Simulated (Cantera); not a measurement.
Feed: 1 mol CH₃Cl, a varied amount of F₂, at 3023.15 K and 1.00 Torr.

Method: chemical equilibrium by Gibbs-energy minimisation in Cantera with the NASA 1993 tables (ideal gas, pure condensed phases). Candidate condensed phases: C, C₆H₆, C₇H₈, C₈H₁₈; 118 gas species. The numbers say what is thermodynamically allowed, not how fast it happens.

At 0.48 mol F₂, list the 4 most abundant gas species with their mole fractions, and the condensed phases.

H 0.468, Cl 0.212, HF 0.159, C₃ 0.0543. Condensed: gas only.
